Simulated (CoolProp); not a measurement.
Properties of CHF3 (R23) along the isobar 1.01 bar.

Model: reference Helmholtz-energy equation of state, Penoncello 2003, in CoolProp.

```json
[
 {"T (K)": "183.9", "phase": "liquid", "Z": "0.003140", "cp (kJ/(kg K))": "1.226", "expansivity (1/kK)": "2.534", "viscosity (µPa s)": "345", "fugacity coefficient": "0.6286"},
 {"T (K)": "199.5", "phase": "gas", "Z": "0.9652", "cp (kJ/(kg K))": "0.6690", "expansivity (1/kK)": "5.824", "viscosity (µPa s)": "9.92", "fugacity coefficient": "0.9667"},
 {"T (K)": "215", "phase": "gas", "Z": "0.9747", "cp (kJ/(kg K))": "0.6551", "expansivity (1/kK)": "5.140", "viscosity (µPa s)": "10.7", "fugacity coefficient": "0.9754"},
 {"T (K)": "230.5", "phase": "gas", "Z": "0.9807", "cp (kJ/(kg K))": "0.6598", "expansivity (1/kK)": "4.661", "viscosity (µPa s)": "11.6", "fugacity coefficient": "0.9811"},
 {"T (K)": "246", "phase": "gas", "Z": "0.9849", "cp (kJ/(kg K))": "0.6727", "expansivity (1/kK)": "4.292", "viscosity (µPa s)": "12.3", "fugacity coefficient": "0.9851"},
 {"T (K)": "261.5", "phase": "gas", "Z": "0.9878", "cp (kJ/(kg K))": "0.6897", "expansivity (1/kK)": "3.991", "viscosity (µPa s)": "13.1", "fugacity coefficient": "0.9880"},
 {"T (K)": "277.1", "phase": "gas", "Z": "0.9901", "cp (kJ/(kg K))": "0.7089", "expansivity (1/kK)": "3.735", "viscosity (µPa s)": "13.9", "fugacity coefficient": "0.9901"},
 {"T (K)": "292.6", "phase": "gas", "Z": "0.9918", "cp (kJ/(kg K))": "0.7292", "expansivity (1/kK)": "3.516", "viscosity (µPa s)": "14.6", "fugacity coefficient": "0.9918"},
 {"T (K)": "308.1", "phase": "gas", "Z": "0.9931", "cp (kJ/(kg K))": "0.7501", "expansivity (1/kK)": "3.324", "viscosity (µPa s)": "15.4", "fugacity coefficient": "0.9932"},
 {"T (K)": "323.6", "phase": "gas", "Z": "0.9942", "cp (kJ/(kg K))": "0.7713", "expansivity (1/kK)": "3.153", "viscosity (µPa s)": "16.1", "fugacity coefficient": "0.9942"}
]
```

Viscosity comes from a separate model (Shan 2000).
